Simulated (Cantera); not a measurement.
A perfectly stirred reactor is fed with H2 : O2 = 0.048 : 1 (molar parts), equivalence ratio 0.024, at 13.5 Torr; it is held at 1125 K, and followed from long to short residence time.

Model: GRI-Mech 3.0 (53 species, 325 reactions), integrated in Cantera. Radical loss at walls, strong at low pressure, is not modelled. The temperature is held fixed by assumption; the heat of reaction is taken as removed at once.

x: mole fraction; the columns are a selection and need not sum to one.

```tsv
τ (s)	x H2	x O2	x O	x H	x OH	x HO2
12	4.03e-5	0.953	0.000325	9.33e-6	0.000270	7.79e-7
4.1	7.73e-5	0.952	0.000659	2.71e-5	0.000388	1.23e-6
1.4	0.000146	0.952	0.00132	7.82e-5	0.000558	1.85e-6
0.48	…	0.950	…	…	…	…
0.16	0.000512	0.947	0.00492	0.000611	0.00116	3.58e-6
0.055	0.000948	0.943	0.00863	0.00153	0.00165	4.53e-6
0.019	0.00178	0.937	0.0134	0.00333	0.00228	5.38e-6
0.0064	0.00356	0.932	0.0175	0.00597	0.00307	6.00e-6
0.0022	…	0.930	0.0179	0.00809	…	6.28e-6
0.00073	0.0165	0.934	0.0138	0.00769	0.00431	6.02e-6
```

Q: Complete the blanks.

A: 
- 0.48, x H2: 0.000272
- 0.48, x O: 0.00257
- 0.48, x H: 0.000220
- 0.48, x OH: 0.000802
- 0.48, x HO2: 2.63e-6
- 0.0022, x H2: 0.00743
- 0.0022, x OH: 0.00390
